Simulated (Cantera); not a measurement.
An isothermal, constant-pressure homogeneous reactor starts with N₂O : O₂ = 1 : 0.082 (molar parts), at 1273 K and 0.306 atm. Integrator tolerance rtol = 1e-08.

Cantera simulation using GRI-Mech 3.0 (53 species, 325 reactions); the numbers are that mechanism's predictions, not measurements. GRI-Mech 3.0 was tuned for natural gas; its chemistry of N2O as a main component is partial and can be far from experiment. The mechanism lacks the step 2 NO + O2 → 2 NO2, which can matter for NO2 below about 1400 K. The temperature is held fixed by assumption; the heat of reaction is taken as removed at once.

**Question.** What does this change do: 0.06 parts H2O added?

**Answer.** 
| quantity | before | after |
|---|---|---|
| x(N₂O) at 20.0 s | 0.000140 (gas-phase equilibrium 1.32e-8) | 2.87e-5 (gas-phase equilibrium 1.25e-8) |
| x(O₂) at 20.0 s | 0.331 (gas-phase equilibrium 0.368) | 0.325 (gas-phase equilibrium 0.354) |
| x(NO) at 20.0 s | 0.0733 (gas-phase equilibrium 0.000394) | 0.0582 (gas-phase equilibrium 0.000380) |
| x(NO₂) at 20.0 s | 0.000601 (gas-phase equilibrium 3.51e-6) | 0.000484 (gas-phase equilibrium 3.32e-6) |
| x(O) at 20.0 s | 1.18e-7 (gas-phase equilibrium 1.18e-7) | 1.12e-7 (gas-phase equilibrium 1.16e-7) |
| x(N₂) at 20.0 s | 0.595 (gas-phase equilibrium 0.632) | 0.580 (gas-phase equilibrium 0.609) |

**Question.** What does this change do: 0.061 parts H2O added?

**Answer.** 
```tsv
quantity	before	after
x(N₂O) at 20.0 s	0.000140 (gas-phase equilibrium 1.32e-8)	2.81e-5 (gas-phase equilibrium 1.25e-8)
x(O₂) at 20.0 s	0.331 (gas-phase equilibrium 0.368)	0.325 (gas-phase equilibrium 0.354)
x(NO) at 20.0 s	0.0733 (gas-phase equilibrium 0.000394)	0.0581 (gas-phase equilibrium 0.000379)
x(NO₂) at 20.0 s	0.000601 (gas-phase equilibrium 3.51e-6)	0.000483 (gas-phase equilibrium 3.32e-6)
x(O) at 20.0 s	1.18e-7 (gas-phase equilibrium 1.18e-7)	1.12e-7 (gas-phase equilibrium 1.16e-7)
x(N₂) at 20.0 s	0.595 (gas-phase equilibrium 0.632)	0.579 (gas-phase equilibrium 0.608)
```
